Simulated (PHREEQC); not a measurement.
## Buffer: an equilibrium model

A solution holds 0.0013 mol NaHSO4 and 7.4e-05 mol NaOH per kg of water, at 25 °C. Closed to the air; pH follows from the charge balance.

The numbers come from PHREEQC with the Pitzer model, pitzer.dat.

This is a speciation only: nothing precipitates in the calculation.

Problem. What pH, osmotic coefficient, specific conductance does the model give?

Solution. pH 2.98; osmotic coefficient 0.958; specific conductance 623 µS/cm.

Problem. In which forms is S present?

Solution. SO4-2 92 %, HSO4- 7.6 % of the S.

Species that the database lacks are ignored.
